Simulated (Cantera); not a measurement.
A closed system holds: 1 mol (CH₃)₂SiCl₂, 0.49 mol C₂H₂, 1400 mol H₂, equilibrated at 2.90 mbar.

Method: chemical equilibrium by Gibbs-energy minimisation in Cantera with the NASA 1993 tables (ideal gas, pure condensed phases). Candidate condensed phases: C, C₆H₆, C₇H₈, C₈H₁₈, Si, SiC; 109 gas species. The feed counts by its element totals alone. Kinetics and transport are ignored.

x: gas mole fraction; n: condensed amount in mol.

| T (°C) | x H₂ | x H | x HCl | x C₂H₂ (acetylene) | x Si | n C(graphite) | n SiC(s) |
|---|---|---|---|---|---|---|---|
| 927 | 0.999 | 3.66e-6 | 0.00142 | 1.03e-7 | <1e-12 | 1.92 | 1.000 |
| 1027 | 0.999 | (withheld) | 0.00142 | (withheld) | (withheld) | 1.95 | 1.000 |
| 1127 | 0.998 | 9.03e-5 | 0.00142 | 2.52e-6 | 1.36e-9 | 1.96 | 1.000 |
| 1227 | 0.998 | 0.000327 | 0.00142 | 9.01e-6 | 2.64e-8 | 1.94 | 1.000 |
| 1327 | 0.998 | (withheld) | 0.00142 | (withheld) | (withheld) | 1.90 | 0.999 |
| 1427 | 0.996 | 0.00273 | 0.00142 | 7.31e-5 | 3.47e-6 | 1.78 | 0.994 |
| 1527 | 0.992 | 0.00662 | 0.00141 | 0.000174 | 2.64e-5 | 1.53 | 0.958 |
| 1627 | 0.983 | 0.0146 | 0.00140 | 0.000375 | 0.000162 | 1.16 | 0.743 |
| 1727 | 0.967 | 0.0297 | 0.00137 | 0.000743 | 0.000621 | 0.762 | 0 |
| 1827 | 0.941 | 0.0561 | 0.00132 | 0.000995 | 0.000632 | 0 | 0 |
| 1927 | 0.898 | 0.0991 | 0.00125 | 0.000975 | 0.000632 | 0 | 0 |
| 2027 | 0.833 | 0.164 | 0.00114 | 0.000938 | 0.000618 | 0 | 0 |
| 2127 | 0.743 | 0.255 | 0.000998 | 0.000879 | 0.000592 | 0 | 0 |
| 2227 | 0.628 | 0.370 | 0.000818 | 0.000789 | 0.000556 | 0 | 0 |

Question: Some entries are withheld; supply them.

Answer: 
- 1027, x H: 2.05e-5
- 1027, x C₂H₂ (acetylene): 5.75e-7
- 1027, x Si: 4.42e-11
- 1327, x H: 0.00101
- 1327, x C₂H₂ (acetylene): 2.74e-5
- 1327, x Si: 3.53e-7
